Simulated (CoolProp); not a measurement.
Vapour-liquid equilibrium of CHF3 (R23) (1) + sulfur hexafluoride (2) at -24.55 °C; x and y are mole fractions of (1).

Model: multi-fluid Helmholtz-energy mixture model, Penoncello 2003 and Guder 2009; pair parameters Bell 2016, in CoolProp.

```json
[
 {"x": "0.05", "bubble pressure, mixture model (kPa)": "717.0", "bubble pressure, Raoult's law (kPa)": "624.3", "y, mixture model": "0.186", "y, Raoult's law": "0.097"},
 {"x": "0.125", "bubble pressure, mixture model (kPa)": "856.3", "bubble pressure, Raoult's law (kPa)": "670.3", "y, mixture model": "[?]", "y, Raoult's law": "0.225"},
 {"x": "0.2", "bubble pressure, mixture model (kPa)": "956.6", "bubble pressure, Raoult's law (kPa)": "716.3", "y, mixture model": "0.433", "y, Raoult's law": "0.337"},
 {"x": "0.275", "bubble pressure, mixture model (kPa)": "1031", "bubble pressure, Raoult's law (kPa)": "762.3", "y, mixture model": "0.496", "y, Raoult's law": "0.435"},
 {"x": "0.35", "bubble pressure, mixture model (kPa)": "1088", "bubble pressure, Raoult's law (kPa)": "808.3", "y, mixture model": "0.546", "y, Raoult's law": "0.523"},
 {"x": "0.425", "bubble pressure, mixture model (kPa)": "[?]", "bubble pressure, Raoult's law (kPa)": "854.3", "y, mixture model": "0.588", "y, Raoult's law": "0.600"},
 {"x": "0.5", "bubble pressure, mixture model (kPa)": "1170", "bubble pressure, Raoult's law (kPa)": "900.3", "y, mixture model": "0.628", "y, Raoult's law": "0.670"},
 {"x": "0.575", "bubble pressure, mixture model (kPa)": "1199", "bubble pressure, Raoult's law (kPa)": "946.4", "y, mixture model": "[?]", "y, Raoult's law": "0.733"},
 {"x": "0.65", "bubble pressure, mixture model (kPa)": "1222", "bubble pressure, Raoult's law (kPa)": "992.4", "y, mixture model": "0.708", "y, Raoult's law": "0.791"},
 {"x": "0.725", "bubble pressure, mixture model (kPa)": "1238", "bubble pressure, Raoult's law (kPa)": "1038", "y, mixture model": "0.754", "y, Raoult's law": "0.843"},
 {"x": "0.8", "bubble pressure, mixture model (kPa)": "1245", "bubble pressure, Raoult's law (kPa)": "1084", "y, mixture model": "0.805", "y, Raoult's law": "0.891"},
 {"x": "0.875", "bubble pressure, mixture model (kPa)": "1243", "bubble pressure, Raoult's law (kPa)": "1130", "y, mixture model": "0.866", "y, Raoult's law": "0.934"},
 {"x": "0.95", "bubble pressure, mixture model (kPa)": "1227", "bubble pressure, Raoult's law (kPa)": "1176", "y, mixture model": "0.940", "y, Raoult's law": "0.975"}
]
```

Question: Complete the blanks.

Answer: 
- 0.125, y, mixture model: 0.341
- 0.425, bubble pressure, mixture model (kPa): 1133
- 0.575, y, mixture model: 0.667

The largest gap from Raoult's law is +35.2 % in bubble pressure, at x = 0.275. y crosses x between x = 0.8 and 0.875: the model has an azeotrope there.

Pair parameters are fitted to limited data, so mixtures are less certain than the pure fluids.
